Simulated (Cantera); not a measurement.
A closed system holds: 1 mol PbO, 0.4 mol CO, 1.9 mol N₂, equilibrated at 950 K and 36.0 mbar.

Equilibrium computed with Cantera from the NASA thermochemical tables; the gas is ideal and each condensed phase is pure. Candidate condensed phases: C, Pb, PbO, PbO₂, Pb₃O₄; 27 gas species. Rates play no part.

Base state: N₂ 0.826, CO₂ 0.174, Pb 0.000140, CO 1.19e-5 (mole fractions); condensed: Pb(l) + PbO(yellow).

Problem. What changes in the equilibrium state with this change: temperature from 950 K to 1600 K?

Solution. 
```csv
species,before,after
N₂,0.826,0.573
PbO,1.47e-6,0.172
Pb,0.000140,0.129
CO₂,0.174,0.120
O₂,<1e-9,0.00430
NO,<1e-9,0.000236
CO,1.19e-5,0.000193
"Pb(l), mol",0.400,0
"PbO(yellow), mol",0.600,0
```
Gases not in the tables: (PbO)n polymers.
